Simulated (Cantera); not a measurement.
A Cantera script and what it prints.

```python
import numpy as np
import cantera as ct

gas_names = """
    B BCL BCL2 BCL3 BN B2 CL CL2 N N2
""".split()
cond_names = """
    B(b) B(L) BN(s)
""".split()


def load(file, names, dense=False):
    # The tables refer to 1 bar. Condensed volumes are neglected.
    table = {s.name: s for s in ct.Species.list_from_file(file)}
    out = []
    for n in names:
        d = dict(table[n].input_data)
        d["thermo"] = dict(d["thermo"], **{"reference-pressure": 1e5})
        if dense:
            d["equation-of-state"] = {"model": "constant-volume", "density": "1e6 g/cm^3"}
        out.append(ct.Species.from_dict(d))
    return out


gas = ct.Solution(thermo="ideal-gas", species=load("nasa_gas.yaml", gas_names))
cond = {s.name: ct.Solution(thermo="fixed-stoichiometry", species=[s], name=s.name)
        for s in load("nasa_condensed.yaml", cond_names, dense=True)}
atoms = {
    'BCl3': {'B': 1, 'CL': 3},
    'N2': {'N': 2},
}
top_T = {'BN(s)': 3200}  # K; cautious upper limits of use, not melting points


def equilibrate(T, P, feed):
    n = {}
    for name, mol in feed.items():
        for a, k in atoms[name].items():
            n[a] = n.get(a, 0.0) + k * mol
    gas.TPX = T, P, n
    mass = sum(n.values()) * gas.mean_molecular_weight
    gas.equilibrate("TP")
    valid = [c for c in cond.values() if c.min_temp <= T <= top_T.get(c.name, c.max_temp)]
    mix = ct.Mixture([(gas, mass / gas.mean_molecular_weight)] + [(c, 0.0) for c in valid])
    mix.T, mix.P = T, P
    mix.equilibrate("TP", solver="vcs", rtol=1e-11, max_steps=5000)
    return mix


results = []
feed = {'BCl3': 1, 'N2': 0.75}  # mol
T = 1348.15  # K
for P in [10, 32, 100, 320, 1000, 3200, 10000, 32000, 100000]:
    mix = equilibrate(T, P, feed)
    results.append((T, P, feed, dict(zip(mix.species_names, mix.species_moles))))

top = {s: max(r[3][s] / sum(r[3][g] for g in gas_names) for r in results) for s in gas_names}
cols = sorted((s for s in top if top[s] > 1e-05), key=lambda s: -top[s])[:5]
seen = [c for c in cond_names if any(r[3].get(c, 0) > 1e-12 for r in results)]
print("log10 of partial pressures in bar; condensed amounts in mol")
print(f"{'P/Pa':>10s}" + "".join(f"{s[:9]:>10s}" for s in cols + seen))
for T, P, feed, n in results:
    ng = sum(n[g] for g in gas_names)
    print(f"{P:10.4g}" + "".join(f"{np.log10(max(n[s] / ng * P / 1e5, 1e-99)):10.3f}" for s in cols)
          + "".join(f"{n.get(c, 0):10.4g}" for c in seen))
```

It prints:

```
log10 of partial pressures in bar; condensed amounts in mol
      P/Pa      BCL3        N2        CL      BCL2       BCL     BN(s)
        10    -4.245    -4.369    -6.488    -7.152    -8.240  0.001423
        32    -3.739    -3.864    -6.235    -6.899    -8.240 0.0008135
       100    -3.244    -3.368    -5.988    -6.651    -8.240 0.0004669
       320    -2.738    -2.863    -5.735    -6.399    -8.240 0.0002642
      1000    -2.243    -2.368    -5.488    -6.151    -8.240 0.0001515
      3200    -1.738    -1.863    -5.235    -5.898    -8.240 8.639e-05
     1e+04    -1.243    -1.368    -4.988    -5.651    -8.240 5.045e-05
   3.2e+04    -0.738    -0.863    -4.735    -5.398    -8.240 2.976e-05
     1e+05    -0.243    -0.368    -4.487    -5.151    -8.240 1.836e-05
```

These are equilibrium values from Cantera (NASA tables, ideal gas, pure condensed phases), not measurements of a reactor. N2 is the only nitrogen source here; it is nearly inert below about 1500 K, so the nitride shown seldom forms there in practice. The tables' values for BCl2, BCl are old estimates; treat these amounts as uncertain.
